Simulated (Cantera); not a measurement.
A freely propagating, adiabatic, planar premixed flame of CH4 : O2 : N2 : H2O = 1 : 2.04 : 7.67 : 0.62 (molar parts), equivalence ratio 0.98, unburnt at 700 K and 4.05 atm; mixture-averaged transport, grid criteria slope 0.08 and curve 0.16, no radiation.

Model: GRI-Mech 3.0 (53 species, 325 reactions), integrated in Cantera. Burning velocities carry a grid error of a few per cent, more on coarse grids.

Problem. What does this change do: 0.12 parts H2 added?

Solution. 
```json
[
 {"quantity": "laminar burning velocity", "before": "91.0 cm/s", "after": "99.0 cm/s"},
 {"quantity": "thermal thickness", "before": "0.122 mm", "after": "0.116 mm"},
 {"quantity": "peak x(O)", "before": "0.00206", "after": "0.00207"},
 {"quantity": "peak x(HCN)", "before": "4.37e-6", "after": "5.17e-6"},
 {"quantity": "peak x(C2H4)", "before": "0.000769", "after": "0.000747"}
]
```
